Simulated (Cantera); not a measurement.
A freely propagating, adiabatic, planar premixed flame of CH4 : O2 : N2 = 1 : 1.82 : 6.84 (molar parts), equivalence ratio 1.1, unburnt at 425 K and 7500 Torr; mixture-averaged transport, grid criteria slope 0.08 and curve 0.16, no radiation.

Detailed kinetics in Cantera: GRI-Mech 3.0 (53 species, 325 reactions). Burning velocities carry a grid error of a few per cent, more on coarse grids.

Task: How do the results move with these cheaper or finer settings: unity-Lewis-number transport; multicomponent transport; multicomponent+Soret transport; grid criteria slope 0.5, curve 1; grid criteria slope 0.25, curve 0.5; grid criteria slope 0.03, curve 0.06?

Result: 
```json
[
 {"setting": "as above", "laminar burning velocity": "25.9 cm/s", "thermal thickness": "0.0846 mm", "peak x(HCO)": "1.18e-5", "peak x(HCN)": "1.15e-5", "grid points": "138"},
 {"setting": "unity-Lewis-number transport", "laminar burning velocity": "19.2 cm/s", "thermal thickness": "0.104 mm", "peak x(HCO)": "9.82e-6", "peak x(HCN)": "1.56e-5", "grid points": "141"},
 {"setting": "multicomponent transport", "laminar burning velocity": "26.2 cm/s", "thermal thickness": "0.0857 mm", "peak x(HCO)": "1.19e-5", "peak x(HCN)": "1.16e-5", "grid points": "138"},
 {"setting": "multicomponent+Soret transport", "laminar burning velocity": "26.0 cm/s", "thermal thickness": "0.0855 mm", "peak x(HCO)": "1.21e-5", "peak x(HCN)": "1.10e-5", "grid points": "138"},
 {"setting": "grid criteria slope 0.5, curve 1", "laminar burning velocity": "28.0 cm/s", "thermal thickness": "0.0922 mm", "peak x(HCO)": "1.15e-5", "peak x(HCN)": "1.11e-5", "grid points": "36"},
 {"setting": "grid criteria slope 0.25, curve 0.5", "laminar burning velocity": "26.8 cm/s", "thermal thickness": "0.0877 mm", "peak x(HCO)": "1.17e-5", "peak x(HCN)": "1.14e-5", "grid points": "56"},
 {"setting": "grid criteria slope 0.03, curve 0.06", "laminar burning velocity": "25.5 cm/s", "thermal thickness": "0.0840 mm", "peak x(HCO)": "1.17e-5", "peak x(HCN)": "1.17e-5", "grid points": "336"}
]
```
The base run took around 20 core-seconds (rough).
Unity Lewis numbers drop preferential diffusion, which matters most where H2 and H carry the flame; Soret adds thermal diffusion.
